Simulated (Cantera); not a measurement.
**Ammonia decomposition in nitride growth gas**

A perfectly stirred reactor is fed with NH3 : H2 = 1 : 24 (molar parts), at 27.8 Torr; it is held at 1850 K, and followed from long to short residence time.

Computed with Cantera and the gas-phase N/H chemistry of the illustrative SiF4/NH3 mechanism in the Surface Chemkin manual (1991). Walls and surfaces, which speed up NH3 decomposition in real reactors, are not modelled.

```
τ (s)    x NH3   x H2    x N2H4       x H    x NH2
------  ------  -----  --------  --------  -------
0.75    0.0358  0.961  3.04e-10  0.000676  6.89e-5
0.35    0.0382  0.960  2.92e-10  0.000620  6.75e-5
0.16    0.0394  0.960  2.22e-10  0.000524  5.89e-5
0.074   0.0399  0.960  1.07e-10  0.000359  4.09e-5
0.034   0.0400  0.960  2.90e-11  0.000186  2.12e-5
0.016   0.0400  0.960  6.64e-12   8.90e-5  1.02e-5
0.0072  0.0400  0.960  1.35e-12   4.01e-5  4.59e-6
0.0033  0.0400  0.960    <1e-12   1.84e-5  2.11e-6
0.0015  0.0400  0.960    <1e-12   8.36e-6  9.63e-7
```
x: mole fraction; the columns are a selection and need not sum to one.
